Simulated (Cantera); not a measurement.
Gas mixture: O2 : CO2 : N2O = 0.28 : 0.49 : 0.13 (molar parts), at 1.95 Torr, frozen composition.

Cantera's kinetic-theory transport with the Lennard-Jones parameters of GRI-Mech 3.0, ideal gas; thermal conductivity in the mixture-averaged form. The composition is frozen, though it would react at the higher temperatures.

D: mixture-averaged diffusion coefficient of that species in the mixture.

```json
[
 {"T (K)": "400", "ρ (kg/m³)": "0.00315", "cp (J/kg/K)": "943.9", "μ (µPa s)": "21.1", "λ (mW/m/K)": "27.8", "Pr": "0.719", "D (cm²/s) H2O": "123", "D (cm²/s) OH": "174", "D (cm²/s) H": "700"},
 {"T (K)": "550", "ρ (kg/m³)": "0.00229", "cp (J/kg/K)": "1036", "μ (µPa s)": "27.4", "λ (mW/m/K)": "39.3", "Pr": "0.723", "D (cm²/s) H2O": "228", "D (cm²/s) OH": "302", "D (cm²/s) H": "1240"},
 {"T (K)": "700", "ρ (kg/m³)": "0.00180", "cp (J/kg/K)": "1107", "μ (µPa s)": "33.0", "λ (mW/m/K)": "50.3", "Pr": "0.725", "D (cm²/s) H2O": "358", "D (cm²/s) OH": "456", "D (cm²/s) H": "1880"},
 {"T (K)": "850", "ρ (kg/m³)": "0.00148", "cp (J/kg/K)": "1160", "μ (µPa s)": "[?]", "λ (mW/m/K)": "[?]", "Pr": "0.727", "D (cm²/s) H2O": "[?]", "D (cm²/s) OH": "[?]", "D (cm²/s) H": "[?]"},
 {"T (K)": "1000", "ρ (kg/m³)": "0.00126", "cp (J/kg/K)": "1202", "μ (µPa s)": "[?]", "λ (mW/m/K)": "[?]", "Pr": "0.729", "D (cm²/s) H2O": "[?]", "D (cm²/s) OH": "[?]", "D (cm²/s) H": "[?]"},
 {"T (K)": "1150", "ρ (kg/m³)": "0.00110", "cp (J/kg/K)": "1232", "μ (µPa s)": "47.0", "λ (mW/m/K)": "79.5", "Pr": "0.728", "D (cm²/s) H2O": "878", "D (cm²/s) OH": "1050", "D (cm²/s) H": "4380"},
 {"T (K)": "1300", "ρ (kg/m³)": "0.000969", "cp (J/kg/K)": "1257", "μ (µPa s)": "51.1", "λ (mW/m/K)": "88.2", "Pr": "0.728", "D (cm²/s) H2O": "1090", "D (cm²/s) OH": "1290", "D (cm²/s) H": "5380"}
]
```

Question: Complete the blanks.

Answer: 
- 850, μ (µPa s): 38.0
- 850, λ (mW/m/K): 60.7
- 850, D (cm²/s) H2O: 511
- 850, D (cm²/s) OH: 634
- 850, D (cm²/s) H: 2620
- 1000, μ (µPa s): 42.7
- 1000, λ (mW/m/K): 70.4
- 1000, D (cm²/s) H2O: 685
- 1000, D (cm²/s) OH: 833
- 1000, D (cm²/s) H: 3460
